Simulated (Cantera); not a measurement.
Feed: 1 mol C₂H₆, 0.13 mol O₂, 82 mol H₂, equilibrated at 75.0 Torr.

These are equilibrium values from Cantera (NASA tables, ideal gas, pure condensed phases), not measurements of a reactor. Candidate condensed phases: C, C₆H₆, C₇H₈, C₈H₁₈, H₂O; 110 gas species. Kinetics and transport are ignored.

x: gas mole fraction; n: condensed amount in mol.

```
T (°C)   x H₂       x H     x CH₄  x C₂H₂ (acetylene)    x H₂O     x CO     x C₂H  n C(graphite)
------  -----  --------  --------  ------------------  -------  -------  --------  -------------
377     0.973    <1e-12    0.0241              <1e-12  0.00313  1.24e-7    <1e-12              0
577     0.974       [?]    0.0229                 [?]      [?]      [?]    <1e-12              0
777     0.991   2.55e-8   0.00563             4.10e-9  5.42e-5  0.00301    <1e-12           1.27
977     0.996   1.53e-6   0.00109             2.51e-7  4.57e-6  0.00305    <1e-12           1.65
1177    0.997   2.99e-5  0.000328             4.86e-6  7.58e-7  0.00305    <1e-12           1.71
1377    0.996  0.000287  0.000132             4.55e-5  1.96e-7  0.00305  5.71e-11           1.72
1577    0.995   0.00170   6.48e-5            0.000260  6.79e-8  0.00305   4.78e-9           1.69
1777    0.989       [?]       [?]                 [?]      [?]  0.00304       [?]            [?]
1977    0.971    0.0231   2.23e-5             0.00325  1.42e-8  0.00301   3.07e-6           1.17
2177    0.928    0.0612   1.40e-5             0.00809  7.57e-9  0.00296   3.44e-5          0.295
2377    0.851     0.137   6.43e-6             0.00921  5.58e-9  0.00284  0.000143              0
2577    0.726     0.262   2.60e-6             0.00816  4.12e-9  0.00265  0.000403              0
```

Task: Complete the blanks.

Result: 
- 577, x H: 6.39e-11
- 577, x C₂H₂ (acetylene): 1.40e-12
- 577, x H₂O: 0.00199
- 577, x CO: 0.00112
- 1777, x H: 0.00713
- 1777, x CH₄: 3.65e-5
- 1777, x C₂H₂ (acetylene): 0.00105
- 1777, x H₂O: 2.90e-8
- 1777, x C₂H: 1.67e-7
- 1777, n C(graphite): 1.56
